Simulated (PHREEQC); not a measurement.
Dissolve 0.0032 mol MgCl2, 0.16 mol Na2SO4 and 0.0031 mol MgSO4 per kg of water at 25 °C. Closed to the air; pH follows from the charge balance.

Equilibrium calculation in PHREEQC: ion-association model, phreeqc.dat.

| Item | Result |
|---|---|
| ionic strength | 0.409 mol/kgw |
| activity of water | 0.992 |
| specific conductance | 21700 µS/cm |
| density | 1.018 g/cm³ |

```json
[
 {"species": "Na+", "molality": "0.281", "activity": "0.203", "log γ": "-0.142"},
 {"species": "SO4-2", "molality": "0.120", "activity": "0.0268", "log γ": "-0.653"},
 {"species": "NaSO4-", "molality": "0.0387", "activity": "0.0272", "log γ": "-0.153"},
 {"species": "Cl-", "molality": "0.00640", "activity": "0.00425", "log γ": "-0.178"},
 {"species": "MgSO4", "molality": "0.00398", "activity": "0.00437", "log γ": "0.041"},
 {"species": "Mg+2", "molality": "0.00232", "activity": "0.000696", "log γ": "-0.523"},
 {"species": "OH-", "molality": "2.48e-7", "activity": "1.61e-7", "log γ": "-0.188"},
 {"species": "HSO4-", "molality": "2.22e-7", "activity": "1.63e-7", "log γ": "-0.136"},
 {"species": "H+", "molality": "8.09e-8", "activity": "6.24e-8", "log γ": "-0.113"},
 {"species": "MgOH+", "molality": "5.52e-8", "activity": "4.02e-8", "log γ": "-0.138"}
]
```

This is a speciation only: nothing precipitates in the calculation. Complexes and solids missing from the database can't appear.
